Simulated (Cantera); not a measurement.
A perfectly stirred reactor is fed with 4.28 % CH4, 95.1 % H2, 0.571 % CO2, at 8.25 Torr; it is held at 1825 K, and followed from long to short residence time.

Cantera simulation using GRI-Mech 3.0 (53 species, 325 reactions); the numbers are that mechanism's predictions, not measurements. GRI-Mech 3.0 stops at C3 and has no aromatics, soot or wall deposition, so with more carbon than oxygen in the feed, carbon stays in small species such as C2H2 where larger ones or solid carbon would form. Radical loss at walls, strong at low pressure, is not modelled.

Problem. Predict: x(CH4) at τ = 1.40 s; x(H2) at τ = 1.40 s; x(CO2) at τ = 1.40 s; x(H) at τ = 1.40 s; x(CH2) at τ = 1.40 s; x(CH4) at τ = 46.0 ms; x(H2) at τ = 46.0 ms; x(CO2) at τ = 46.0 ms; x(H) at τ = 46.0 ms; x(CH2) at τ = 46.0 ms.

Solution. 
| Property | Result |
|---|---|
| x(CH4) at τ = 1.40 s | 0.00856 |
| x(H2) at τ = 1.40 s | 0.961 |
| x(CO2) at τ = 1.40 s | 0.000146 |
| x(H) at τ = 1.40 s | 0.00295 |
| x(CH2) at τ = 1.40 s | 1.67e-6 |
| x(CH4) at τ = 46.0 ms | 0.0356 |
| x(H2) at τ = 46.0 ms | 0.951 |
| x(CO2) at τ = 46.0 ms | 0.00333 |
| x(H) at τ = 46.0 ms | 0.00163 |
| x(CH2) at τ = 46.0 ms | 1.92e-6 |
